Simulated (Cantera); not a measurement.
An adiabatic, constant-pressure homogeneous reactor starts with 19.7 % CH4, 16.8 % O2, 63.4 % N2, equivalence ratio 2.3, at 1400 K and 3.80 bar.

Computed with Cantera and GRI-Mech 3.0 (53 species, 325 reactions).

x: mole fraction; the columns are a selection and need not sum to one.

```csv
t (s),T (K),x CH4,x O2,x H,x C2H2,x NO2
4.00e-6,1400,0.197,0.168,1.86e-9,<1e-12,<1e-12
9.57e-6,1400,0.197,0.168,2.42e-9,<1e-12,<1e-12
2.29e-5,1400,0.197,0.168,4.46e-9,<1e-12,<1e-12
5.47e-5,1400,0.197,0.168,1.20e-8,3.23e-12,<1e-12
0.000131,1400,0.197,0.168,2.58e-8,2.17e-10,<1e-12
0.000313,1402,0.197,0.168,4.54e-8,(withheld),<1e-12
0.000748,1408,0.195,0.167,1.30e-7,(withheld),<1e-12
0.00179,1556,0.160,0.141,8.54e-6,(withheld),1.64e-11
0.00428,2270,6.88e-5,1.68e-7,0.00197,(withheld),1.93e-10
0.0102,2270,2.46e-9,1.73e-7,0.00200,1.71e-11,1.30e-10
0.0245,2270,2.06e-9,1.73e-7,0.00200,2.26e-12,5.71e-11
0.0585,2270,2.01e-9,1.74e-7,0.00201,2.19e-12,2.94e-11
0.140,2270,2.00e-9,1.74e-7,0.00201,2.18e-12,2.27e-11
0.335,2270,2.00e-9,1.74e-7,0.00201,2.18e-12,2.24e-11
0.800,2270,2.00e-9,1.74e-7,0.00201,2.18e-12,2.24e-11
```

### Question
Some entries are withheld; supply them.

### Answer

- 0.000313, x C2H2: 5.41e-9
- 0.000748, x C2H2: 1.10e-7
- 0.00179, x C2H2: 7.02e-5
- 0.00428, x C2H2: 6.01e-5
